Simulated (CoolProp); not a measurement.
Normal hydrogen at 298.15 K and 0.182 MPa flows at 1.3 m/s in a round tube of 25 mm bore and 1.5 µm roughness, fully developed (64/Re and Nu = 3.66 if laminar; Colebrook and Gnielinski if turbulent). Each further row changes one setting.

The numbers come from the reference Helmholtz-energy equation of state, Leachman 2009 in CoolProp.

| case | Reynolds number | Darcy friction factor | pressure drop (Pa/m) | heat-transfer coefficient (W/(m² K)) | mass flow (kg/h) |
|---|---|---|---|---|---|
| as stated | 540 | 0.119 | 0.592 | 27.2 | ___ |
| velocity 2.6 m/s | 1080 | 0.0593 | ___ | 27.2 | 0.679 |
| diameter 50 mm | 1080 | 0.0593 | ___ | 13.6 | 1.36 |

### Question
Fill in the missing entries.

### Answer

- as stated, mass flow (kg/h): 0.340
- velocity 2.6 m/s, pressure drop (Pa/m): 1.18
- diameter 50 mm, pressure drop (Pa/m): 0.148

Viscosity comes from a separate model (Muzny 2013). Thermal conductivity comes from a separate model (Assael 2011).
